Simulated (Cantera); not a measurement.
Adiabatic ignition

An adiabatic, constant-volume homogeneous reactor starts with CH3OH : O2 : N2 = 1 : 1.61 : 9.68 (molar parts), equivalence ratio 0.93, at 1148 K and 2480 Torr.

Detailed kinetics in Cantera: GRI-Mech 3.0 (53 species, 325 reactions). GRI-Mech 3.0 was tuned for natural gas; its chemistry of methanol as a main component is partial and can be far from experiment.

```json
[
 {"t (s)": "4.00e-6", "T (K)": "1148", "P (bar)": "3.30", "x CH3OH": "0.0814", "x O2": "0.131", "x CH2": "1.43e-11", "x CO": "1.78e-9", "x C2H4": "<1e-12", "x HCO": "<1e-12", "x C2H": "<1e-12"},
 {"t (s)": "1.39e-5", "T (K)": "1148", "P (bar)": "3.30", "x CH3OH": "0.0814", "x O2": "0.131", "x CH2": "1.43e-11", "x CO": "6.19e-9", "x C2H4": "<1e-12", "x HCO": "<1e-12", "x C2H": "<1e-12"},
 {"t (s)": "4.80e-5", "T (K)": "1148", "P (bar)": "3.30", "x CH3OH": "0.0814", "x O2": "0.131", "x CH2": "1.43e-11", "x CO": "2.15e-8", "x C2H4": "<1e-12", "x HCO": "<1e-12", "x C2H": "<1e-12"},
 {"t (s)": "0.000167", "T (K)": "1148", "P (bar)": "3.30", "x CH3OH": "0.0814", "x O2": "0.131", "x CH2": "1.43e-11", "x CO": "7.50e-8", "x C2H4": "<1e-12", "x HCO": "<1e-12", "x C2H": "<1e-12"},
 {"t (s)": "0.000577", "T (K)": "1148", "P (bar)": "3.30", "x CH3OH": "0.0814", "x O2": "0.131", "x CH2": "1.43e-11", "x CO": "2.66e-7", "x C2H4": "<1e-12", "x HCO": "<1e-12", "x C2H": "<1e-12"},
 {"t (s)": "0.00200", "T (K)": "1148", "P (bar)": "3.30", "x CH3OH": "0.0814", "x O2": "0.131", "x CH2": "1.43e-11", "x CO": "1.06e-6", "x C2H4": "1.79e-12", "x HCO": "4.29e-12", "x C2H": "<1e-12"},
 {"t (s)": "0.00693", "T (K)": "1149", "P (bar)": "3.30", "x CH3OH": "0.0809", "x O2": "0.131", "x CH2": "1.47e-11", "x CO": "3.00e-5", "x C2H4": "5.63e-12", "x HCO": "5.46e-10", "x C2H": "<1e-12"},
 {"t (s)": "0.0240", "T (K)": "2612", "P (bar)": "7.91", "x CH3OH": "<1e-12", "x O2": "0.0122", "x CH2": "<1e-12", "x CO": "0.0134", "x C2H4": "<1e-12", "x HCO": "1.27e-8", "x C2H": "<1e-12"},
 {"t (s)": "0.0833", "T (K)": "2612", "P (bar)": "7.91", "x CH3OH": "<1e-12", "x O2": "0.0122", "x CH2": "<1e-12", "x CO": "0.0134", "x C2H4": "<1e-12", "x HCO": "1.27e-8", "x C2H": "<1e-12"},
 {"t (s)": "0.289", "T (K)": "2612", "P (bar)": "7.91", "x CH3OH": "<1e-12", "x O2": "0.0122", "x CH2": "<1e-12", "x CO": "0.0134", "x C2H4": "<1e-12", "x HCO": "1.27e-8", "x C2H": "<1e-12"},
 {"t (s)": "1.00", "T (K)": "2612", "P (bar)": "7.91", "x CH3OH": "<1e-12", "x O2": "0.0122", "x CH2": "<1e-12", "x CO": "0.0134", "x C2H4": "<1e-12", "x HCO": "1.27e-8", "x C2H": "<1e-12"}
]
```
x: mole fraction; the columns are a selection and need not sum to one.

```json
{
  "time_of_steepest_temperature_rise": "9.60 ms",
  "temperature at 1.00 s": "2612 K",
  "equilibrium_temperature": "2612 K",
  "x(CH3OH) at 1.00 s": "<1e-12 (gas-phase equilibrium <1e-12)",
  "x(O2) at 1.00 s": "0.0122 (gas-phase equilibrium 0.0122)",
  "x(CH2) at 1.00 s": "<1e-12 (gas-phase equilibrium <1e-12)"
}
```
